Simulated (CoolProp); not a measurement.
A Linde-Hampson liquefier for ethylene: isothermal reversible compression at 290 K from 1 atm to 5 MPa, throttling to 1 atm, return gas leaving the recuperator 0 K below the feed. Each further row changes one setting.

Model: reference Helmholtz-energy equation of state, Smukala 2000, in CoolProp.

| case | liquid yield per pass | compression work (kJ/kg of gas) |
|---|---|---|
| as stated | 0.200 | 305 |
| as stated | 0.200 | 305 |
| high pressure 10 MPa | 0.482 | 325 |
| warm-end temperature 320 K | 0.121 | 347 |
| warm-end gap 5 K | 0.191 | 305 |
